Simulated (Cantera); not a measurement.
A closed system holds: 1 mol Si, 0.024 mol N₂O, 17 mol N₂, at 2.50 mbar.

These are equilibrium values from Cantera (NASA tables, ideal gas, pure condensed phases), not measurements of a reactor. Candidate condensed phases: Si, SiO₂, Si₂N₂O, Si₃N₄; 16 gas species. Equilibrium is a limit: real reactors are often held back by kinetics, nucleation or transport.

Question: Which condensed phases are stable at each of these points (T (°C)): 1375, 1425, 1475, 1525, 1575, 1625, 1675, 1725, 1775, 1825, 1875?

Answer: 
| T (°C) | condensed phases | Si condensed (%) |
|---|---|---|
| 1375 | Si₃N₄(s) | 97.5 |
| 1425 | Si₃N₄(s) | 97.3 |
| 1475 | Si(l) | 96.5 |
| 1525 | Si(l) | 95.3 |
| 1575 | Si(l) | 92.9 |
| 1625 | Si(l) | 88.4 |
| 1675 | Si(l) | 80.3 |
| 1725 | Si(l) | 65.9 |
| 1775 | Si(l) | 40.7 |
| 1825 | gas only | 0.0 |
| 1875 | gas only | 0.0 |

From 1375 °C to 1425 °C the condensed part is Si₃N₄(s). From 1475 °C to 1775 °C the condensed part is Si(l). From 1825 °C to 1875 °C nothing is condensed.
